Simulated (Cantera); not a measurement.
An isothermal, constant-pressure homogeneous reactor starts with CH4 : N2 = 1 : 55 (molar parts), at 1550 K and 0.0132 atm. Integrator tolerance rtol = 1e-08.

Cantera simulation using GRI-Mech 3.0 (53 species, 325 reactions); the numbers are that mechanism's predictions, not measurements. GRI-Mech 3.0 stops at C3 and has no aromatics, soot or wall deposition, so with more carbon than oxygen in the feed, carbon stays in small species such as C2H2 where larger ones or solid carbon would form. Radical loss at walls, strong at low pressure, is not modelled.

Task: What does this change do: N2 55 to 230 parts?

Result: 
| quantity | before | after |
|---|---|---|
| x(CH4) at 200 s | 4.60e-5 (gas-phase equilibrium 8.84e-7) | 1.09e-5 (gas-phase equilibrium 2.83e-8) |
| x(CH3) at 200 s | 1.56e-6 (gas-phase equilibrium 3.04e-8) | 7.06e-7 (gas-phase equilibrium 1.96e-9) |
| x(C2H) at 200 s | 3.71e-8 (gas-phase equilibrium 4.12e-9) | 1.74e-8 (gas-phase equilibrium 5.75e-10) |
| x(C2H2) at 200 s | 0.00874 (gas-phase equilibrium 0.000958) | 0.00214 (gas-phase equilibrium 6.63e-5) |
| x(C2H6) at 200 s | 2.24e-10 (gas-phase equilibrium <1e-12) | 5.41e-11 (gas-phase equilibrium <1e-12) |
| x(H2) at 200 s | 0.0262 (gas-phase equilibrium 0.0263) | 0.00644 (gas-phase equilibrium 0.00645) |

Task: What does this change do: temperature 1550 to 1925 K?

Result: 
| quantity | before | after |
|---|---|---|
| x(CH4) at 200 s | 4.60e-5 (gas-phase equilibrium 8.84e-7) | 1.52e-8 (gas-phase equilibrium 3.34e-8) |
| x(CH3) at 200 s | 1.56e-6 (gas-phase equilibrium 3.04e-8) | 1.58e-8 (gas-phase equilibrium 3.46e-8) |
| x(C2H) at 200 s | 3.71e-8 (gas-phase equilibrium 4.12e-9) | 6.48e-6 (gas-phase equilibrium 4.72e-7) |
| x(C2H2) at 200 s | 0.00874 (gas-phase equilibrium 0.000958) | 0.00869 (gas-phase equilibrium 0.000633) |
| x(C2H6) at 200 s | 2.24e-10 (gas-phase equilibrium <1e-12) | <1e-12 (gas-phase equilibrium <1e-12) |
| x(H2) at 200 s | 0.0262 (gas-phase equilibrium 0.0263) | 0.0256 (gas-phase equilibrium 0.0256) |
